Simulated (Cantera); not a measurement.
Input: 1 mol SiH₂Cl₂, 1.1 mol NO, 1.9 mol H₂, at 0.290 bar.

Method: chemical equilibrium by Gibbs-energy minimisation in Cantera with the NASA 1993 tables (ideal gas, pure condensed phases). Candidate condensed phases: H₂O, NH₄Cl, Si, SiO₂, Si₂N₂O, Si₃N₄; 47 gas species. Mutual solubility and eutectic melting of coexisting phases are not modelled. The tables' values for SiCl₃, SiCl are old estimates; treat these amounts as uncertain. The tables hold silica as quartz up to 1696 K and as liquid above; real silica turns to tridymite and cristobalite and melts near 1996 K. The numbers say what is thermodynamically allowed, not how fast it happens.

x: gas mole fraction; n: condensed amount in mol.

```json
[
 {"T (K)": "1723", "x H₂": "0.469", "x HCl": "0.440", "x SiO": "0.00497", "x N₂": "0.0708", "x SiCl₂": "0.0105", "n SiO₂(condensed)": "0.413", "n Si₂N₂O(s)": "0.252"},
 {"T (K)": "1748", "x H₂": "0.469", "x HCl": "0.430", "x SiO": "0.00804", "x N₂": "0.0737", "x SiCl₂": "0.0137", "n SiO₂(condensed)": "0.414", "n Si₂N₂O(s)": "0.238"},
 {"T (K)": "1773", "x H₂": "0.469", "x HCl": "0.418", "x SiO": "0.0128", "x N₂": "0.0773", "x SiCl₂": "0.0173", "n SiO₂(condensed)": "0.413", "n Si₂N₂O(s)": "0.220"},
 {"T (K)": "1798", "x H₂": "0.467", "x HCl": "0.404", "x SiO": "…", "x N₂": "0.0817", "x SiCl₂": "…", "n SiO₂(condensed)": "0.408", "n Si₂N₂O(s)": "…"},
 {"T (K)": "1823", "x H₂": "0.464", "x HCl": "0.387", "x SiO": "0.0307", "x N₂": "0.0871", "x SiCl₂": "0.0258", "n SiO₂(condensed)": "0.399", "n Si₂N₂O(s)": "0.166"},
 {"T (K)": "1848", "x H₂": "0.457", "x HCl": "0.367", "x SiO": "0.0464", "x N₂": "0.0938", "x SiCl₂": "0.0302", "n SiO₂(condensed)": "0.382", "n Si₂N₂O(s)": "0.126"},
 {"T (K)": "1873", "x H₂": "0.445", "x HCl": "0.344", "x SiO": "…", "x N₂": "…", "x SiCl₂": "…", "n SiO₂(condensed)": "…", "n Si₂N₂O(s)": "…"},
 {"T (K)": "1898", "x H₂": "0.427", "x HCl": "0.318", "x SiO": "0.100", "x N₂": "0.111", "x SiCl₂": "0.0372", "n SiO₂(condensed)": "0.302", "n Si₂N₂O(s)": "0"},
 {"T (K)": "1923", "x H₂": "0.413", "x HCl": "0.328", "x SiO": "0.113", "x N₂": "0.110", "x SiCl₂": "0.0304", "n SiO₂(condensed)": "0.266", "n Si₂N₂O(s)": "0"}
]
```

Q: Complete the blanks.

A: 
- 1873, x SiO: 0.0692
- 1873, x N₂: 0.102
- 1873, x SiCl₂: 0.0343
- 1873, n SiO₂(condensed): 0.351
- 1873, n Si₂N₂O(s): 0.0714
- 1798, x SiO: 0.0200
- 1798, x SiCl₂: 0.0214
- 1798, n Si₂N₂O(s): 0.196
